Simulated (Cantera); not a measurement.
Feed: 1 mol CH2F2, 0.37 mol Si, 1.1 mol H2, equilibrated at 602 °C and 1.10 mbar.

Method: chemical equilibrium by Gibbs-energy minimisation in Cantera with the NASA 1993 tables (ideal gas, pure condensed phases). Candidate condensed phases: C, C6H6, C7H8, C8H18, Si, SiC; 113 gas species. Kinetics and transport are ignored.

Base state: H2 0.674, HF 0.191, SiF4 0.136, CH4 0.000218 (mole fractions); condensed: C(graphite).

Task: What changes in the equilibrium state with this change: CH2F2 replaced by CH3Cl?

Result: 
| species | before | after |
|---|---|---|
| H2 | 0.674 | 0.807 |
| HCl | 0 | 0.144 |
| SiCl4 | 0 | 0.0482 |
| HF | 0.191 | 0 |
| SiF4 | 0.136 | 0 |
| SiHCl3 | 0 | 0.000592 |
| SiCl3 | 0 | 5.49e-5 |
| CH4 | 0.000218 | 0.000313 |
| C(graphite), mol | 0.999 | 0.773 |
| SiC(s), mol | 0 | 0.226 |
The tables' values for SiCl3 are old estimates; treat these amounts as uncertain.
